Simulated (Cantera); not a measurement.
Input: 1 mol Si, 3.6 mol HF, 5 mol N₂, at 1.00 bar.

Method: chemical equilibrium by Gibbs-energy minimisation in Cantera with the NASA 1993 tables (ideal gas, pure condensed phases). Candidate condensed phases: Si, Si₃N₄; 37 gas species. N₂ is the only nitrogen source here; it is nearly inert below about 1500 K, so the nitride shown seldom forms there in practice. The tables' values for SiF₃ are old estimates; treat these amounts as uncertain. Rates play no part.

x: gas mole fraction; n: condensed amount in mol.

| T (K) | x N₂ | x H₂ | x SiF₄ | x HF | n Si₃N₄(s) |
|---|---|---|---|---|---|
| 1000 | 0.646 | 0.235 | 0.118 | ___ | 0.0334 |
| 1050 | 0.646 | 0.235 | 0.118 | ___ | 0.0335 |
| 1100 | 0.646 | 0.235 | 0.117 | ___ | 0.0336 |
| 1150 | 0.646 | 0.235 | 0.117 | ___ | 0.0336 |
| 1200 | 0.646 | 0.235 | 0.117 | ___ | 0.0337 |
| 1250 | 0.646 | 0.234 | 0.117 | ___ | 0.0338 |
| 1300 | 0.646 | 0.234 | 0.116 | ___ | 0.0338 |
| 1350 | 0.646 | 0.234 | 0.116 | ___ | 0.0338 |
| 1400 | 0.646 | 0.233 | 0.115 | ___ | 0.0336 |

Some entries are withheld; supply them.


- 1000, x HF: 0.000354
- 1050, x HF: 0.000520
- 1100, x HF: 0.000737
- 1150, x HF: 0.00101
- 1200, x HF: 0.00135
- 1250, x HF: 0.00176
- 1300, x HF: 0.00225
- 1350, x HF: 0.00282
- 1400, x HF: 0.00348
